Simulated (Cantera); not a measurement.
Feed: 1 mol Si, 0.012 mol CO₂, 250 mol N₂, equilibrated at 0.0100 bar.

Cantera equilibrium calculation (NASA polynomials, part measured and part estimated; ideal gas, pure solids and liquids). Candidate condensed phases: C, Si, SiC, SiO₂, Si₂N₂O, Si₃N₄; 34 gas species. N₂ is the only nitrogen source here; it is nearly inert below about 1500 K, so the nitride shown seldom forms there in practice. Mutual solubility and eutectic melting of coexisting phases are not modelled. Kinetics and transport are ignored.

Question: What share of the Si ends up in condensed phases as a function of T (°C), at 677, 827, 977, 1127, 1277, 1427, 1577?

Answer: 
```
T (°C)  Si condensed (%)                    as
------  ----------------  --------------------
677                100.0  Si₂N₂O(s) + Si₃N₄(s)
827                100.0  Si₂N₂O(s) + Si₃N₄(s)
977                100.0  Si₂N₂O(s) + Si₃N₄(s)
1127               100.0  Si₂N₂O(s) + Si₃N₄(s)
1277                98.8              Si₃N₄(s)
1427                98.0     SiC(s) + Si₃N₄(s)
1577                78.5        Si(l) + SiC(s)
```
